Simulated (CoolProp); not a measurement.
Values from CoolProp's reference Helmholtz-energy equation of state, Lemmon 2006. It is a short technical equation, of lower accuracy than the large ones.

Question: For carbon monoxide, give the phase and the speed of sound (m/s) at -57.95 °C and 1.01 bar; -13.25 °C and 1.01 bar.

Answer: 
- -57.95 °C and 1.01 bar: gas; speed of sound 299
- -13.25 °C and 1.01 bar: gas; speed of sound 329
